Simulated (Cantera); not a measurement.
Gas-phase reforming

An isothermal, constant-pressure homogeneous reactor starts with 45.5 % CH4, 54.5 % CO2, at 1250 K and 5.00 bar.

Cantera simulation using GRI-Mech 3.0 (53 species, 325 reactions); the numbers are that mechanism's predictions, not measurements.

| t (s) | x CH4 | x CO2 | x CH2 | x CH2O | x H | x C2H2 |
|---|---|---|---|---|---|---|
| 4.00e-5 | 0.455 | 0.545 | <1e-12 | <1e-12 | 6.36e-11 | <1e-12 |
| 0.000104 | 0.455 | 0.545 | <1e-12 | <1e-12 | 6.36e-11 | <1e-12 |
| 0.000271 | 0.455 | 0.545 | <1e-12 | 6.76e-12 | 6.40e-11 | <1e-12 |
| 0.000704 | 0.455 | 0.545 | <1e-12 | 9.13e-11 | 6.54e-11 | <1e-12 |
| 0.00183 | 0.455 | 0.545 | <1e-12 | 6.37e-10 | 6.71e-11 | 4.73e-12 |
| 0.00477 | 0.455 | 0.545 | <1e-12 | 2.29e-9 | 6.84e-11 | 6.27e-11 |
| 0.0124 | 0.455 | 0.545 | <1e-12 | 6.45e-9 | 7.16e-11 | 6.32e-10 |
| 0.0323 | 0.454 | 0.545 | <1e-12 | 1.61e-8 | 8.06e-11 | 6.82e-9 |
| 0.0839 | 0.454 | 0.545 | <1e-12 | 3.46e-8 | 1.08e-10 | 9.22e-8 |
| 0.218 | 0.454 | 0.545 | <1e-12 | 5.62e-8 | 2.01e-10 | 1.55e-6 |
| 0.568 | 0.453 | 0.545 | <1e-12 | 6.91e-8 | 5.17e-10 | 2.58e-5 |
| 1.48 | 0.450 | 0.544 | <1e-12 | 7.05e-8 | 1.42e-9 | 0.000288 |
| 3.84 | 0.442 | 0.541 | <1e-12 | 6.64e-8 | 3.75e-9 | 0.00183 |
| 10.0 | 0.422 | 0.530 | <1e-12 | 6.39e-8 | 8.63e-9 | 0.00606 |
x: mole fraction; the columns are a selection and need not sum to one.

Equilibrium at this temperature and pressure: CH4 0.00553, CO2 0.0226, CH2 <1e-12, CH2O 5.27e-7, H 1.44e-7, C2H2 3.08e-8 (gas phase only).
